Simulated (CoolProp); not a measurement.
A closed Brayton cycle with carbon dioxide: compressor inlet 328.15 K and 8.2 MPa, high pressure 25 MPa, turbine inlet 640 K, compressor efficiency 0.85, turbine efficiency 0.9, recuperator effectiveness 0.8 (on enthalpy, no pinch check). Each further row changes one setting.

Computed with CoolProp (reference Helmholtz-energy equation of state, Span 1996).

| case | thermal efficiency (%) | net work (kJ/kg) | compressor to turbine work | compressor exit (K) | turbine exit (K) |
|---|---|---|---|---|---|
| as stated | 21.5 | 44.3 | 0.58 | 424.8 | 524.5 |
| turbine inlet 590 K | 17.9 | 32.9 | 0.65 | 424.8 | 478.9 |
| compressor inlet 338.15 K | 19.4 | 37.6 | 0.65 | 440.8 | 524.5 |
| high pressure 21.2 MPa | 21.6 | 41.4 | 0.55 | 410.0 | 541.3 |
| recuperator effectiveness 0.5 | 18.5 | 44.3 | 0.58 | 424.8 | 524.5 |
